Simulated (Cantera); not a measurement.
Stirred combustor or abatement burner

A perfectly stirred reactor is fed with CH4 : O2 : N2 = 1 : 4 : 15 (molar parts), at 1.97 atm; it is adiabatic with a 300 K inlet, and is followed from long to short residence time, starting on the burning branch (τ in s: 0.074, 0.031, 0.013, 0.0057, 0.0024, 0.001, 0.00044, 0.00019, 8e-05).

Detailed kinetics in Cantera: GRI-Mech 3.0 (53 species, 325 reactions).

| τ (s) | T (K) | x CH4 | x O2 | x H2 | x NO | x CO2 |
|---|---|---|---|---|---|---|
| 0.074 | 1479 | 3.81e-5 | 0.100 | 2.81e-5 | 1.24e-6 | 0.0495 |
| 0.031 | 1475 | 6.95e-5 | 0.100 | 5.32e-5 | 1.07e-6 | 0.0491 |
| 0.013 | 1467 | 0.000130 | 0.101 | 0.000103 | 8.04e-7 | 0.0483 |
| 0.0057 | 1452 | 0.000252 | 0.102 | 0.000200 | 5.32e-7 | 0.0467 |
| 0.0024 | 300 | 0.0500 | 0.200 | <1e-12 | <1e-12 | <1e-12 |
| 0.0010 | 300 | 0.0500 | 0.200 | <1e-12 | <1e-12 | <1e-12 |
| 0.00044 | 300 | 0.0500 | 0.200 | <1e-12 | <1e-12 | <1e-12 |
| 0.00019 | 300 | 0.0500 | 0.200 | <1e-12 | <1e-12 | <1e-12 |
| 8.0e-5 | 300 | 0.0500 | 0.200 | <1e-12 | <1e-12 | <1e-12 |
x: mole fraction; the columns are a selection and need not sum to one.
